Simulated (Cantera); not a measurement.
A freely propagating, adiabatic, planar premixed flame of CH3OH : O2 : N2 = 1 : 1.15 : 4.34 (molar parts), equivalence ratio 1.3, unburnt at 623 K and 10.0 bar; unity-Lewis-number transport, grid criteria slope 0.08 and curve 0.16, no radiation.

Computed with Cantera and GRI-Mech 3.0 (53 species, 325 reactions). GRI-Mech 3.0 was tuned for natural gas; its chemistry of methanol as a main component is partial and can be far from experiment. Unity Lewis numbers drop preferential diffusion, which matters most where H2 and H carry the flame. Burning velocities carry a grid error of a few per cent, more on coarse grids.

Q: Predict: laminar burning velocity; thermal thickness; peak x(CH2O); peak x(CH2); peak x(CH4).

A: 
```
Property                      Value
------------------------  ---------
laminar burning velocity  74.9 cm/s
thermal thickness         0.0420 mm
peak x(CH2O)                0.00829
peak x(CH2)                 1.20e-5
peak x(CH4)                0.000388
```
